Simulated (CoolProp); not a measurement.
Values from CoolProp's reference Helmholtz-energy equation of state, Marx 1992.

For R113, give the phase and the density (kg/m³), cv (kJ/(kg K)) at 276.4 K and 0.36 bar.


- 276.4 K and 0.36 bar: liquid; density 1610, cv 0.650
